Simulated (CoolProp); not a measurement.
Vapour-liquid equilibrium of n-hexane (1) + benzene (2) at 1.03 MPa; x and y are mole fractions of (1).

Model: multi-fluid Helmholtz-energy mixture model, Thol 2019 and Thol 2012; pair parameters Bell 2016, in CoolProp.

```tsv
x	bubble temperature, mixture model (°C)	bubble temperature, Raoult's law (°C)	y, mixture model	y, Raoult's law
0.05	?	179.4	0.075	0.063
0.125	?	178.3	0.173	0.153
0.2	173.8	177.2	0.259	0.241
0.275	172.1	176.1	0.337	0.325
0.35	170.8	175.1	0.408	0.406
0.425	169.7	174.0	0.476	0.484
0.5	168.8	173.0	0.542	0.560
0.575	?	172.0	0.607	0.633
0.65	?	171.0	?	0.703
0.725	167.1	170.1	?	0.771
0.8	166.8	169.1	0.806	0.836
0.875	166.6	168.2	0.877	0.899
0.95	166.6	167.3	0.950	0.960
```

### Question
What belongs in the gaps?

### Answer

- 0.05, bubble temperature, mixture model (°C): 178.2
- 0.125, bubble temperature, mixture model (°C): 175.8
- 0.575, bubble temperature, mixture model (°C): 168.1
- 0.65, bubble temperature, mixture model (°C): 167.5
- 0.65, y, mixture model: 0.672
- 0.725, y, mixture model: 0.738

The largest gap from Raoult's law is -4.3 K in bubble temperature, at x = 0.425. y crosses x between x = 0.875 and 0.95: the model has an azeotrope there.

The pair parameters rest on a limited set of measurements; away from them the model extrapolates.
